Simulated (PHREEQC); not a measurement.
Consider water at 25 °C with 0.18 mol/kgw H3PO4, 0.04 mol/kgw Na2B4O7 and 0.0085 mol/kgw NaCl. Closed to the air; pH follows from the charge balance.

Equilibrium calculation in PHREEQC: ion-association model, phreeqc.dat.

```json
{
  "pH": "2.06",
  "ionic_strength": "0.0990 mol/kgw",
  "activity_of_water": "0.992",
  "specific_conductance": "9700 µS/cm",
  "density": "1.013 g/cm³",
  "total_alkalinity": "-100 meq/kg"
}
```

```csv
species,molality,activity,log γ
H3BO3,0.160,0.164,0.010
H2PO4-,0.0905,0.0714,-0.103
H3PO4,0.0895,0.0915,0.010
Na+,0.0885,0.0695,-0.105
H+,0.0105,0.00870,-0.083
Cl-,0.00850,0.00652,-0.115
HPO4-2,1.35e-6,5.09e-7,-0.423
```

No solid was allowed to form. Species that the database lacks are ignored.
